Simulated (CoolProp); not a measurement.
Vapour-liquid equilibrium of n-octane (1) + ethylbenzene (2) at 393.8 K; x and y are mole fractions of (1).

Values from CoolProp's multi-fluid Helmholtz-energy mixture model, Beckmüller 2019 and Zhou 2012; pair parameters Bell 2016.

Q: Give the bubble pressure and the first vapour's composition at x = 0.5, 0.65, 0.8. Is there an azeotrope?

A: x = 0.5: 0.08140 MPa, y = 0.569; x = 0.65: 0.08419 MPa, y = 0.696; x = 0.8: 0.08628 MPa, y = 0.822. No azeotrope shows between x = 0.05 and 0.95.

The pair parameters rest on a limited set of measurements; away from them the model extrapolates.
